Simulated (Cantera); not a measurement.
Charge: 1 mol CaO, 20 mol HCl, at 898.15 K and 1.33 mbar.

These are equilibrium values from Cantera (NASA tables, ideal gas, pure condensed phases), not measurements of a reactor. Candidate condensed phases: Ca, CaCl2, CaO, Ca(OH)2, H2O; 21 gas species. Condensed phases not in the tables: oxide chlorides. The numbers say what is thermodynamically allowed, not how fast it happens.

Base state: HCl 0.947, H2O 0.0526 (mole fractions); condensed: CaCl2(s).

Q: What changes in the equilibrium state with this change: temperature from 898.15 K to 1875 K?

A: 
```json
[
 {"species": "HCl", "before": "0.947", "after": "0.807"},
 {"species": "Cl", "before": "1.97e-6", "after": "0.0631"},
 {"species": "CaCl2", "before": "2.30e-7", "after": "0.0483"},
 {"species": "H2", "before": "2.00e-6", "after": "0.0303"},
 {"species": "H2O", "before": "0.0526", "after": "0.0479"},
 {"species": "H", "before": "<1e-9", "after": "0.00312"},
 {"species": "OH", "before": "<1e-9", "after": "0.000385"},
 {"species": "O", "before": "<1e-9", "after": "3.01e-5"},
 {"species": "O2", "before": "<1e-9", "after": "2.09e-5"},
 {"species": "CaCl", "before": "<1e-9", "after": "1.41e-5"},
 {"species": "CaCl2(s), mol", "before": "1.000", "after": "0"}
]
```
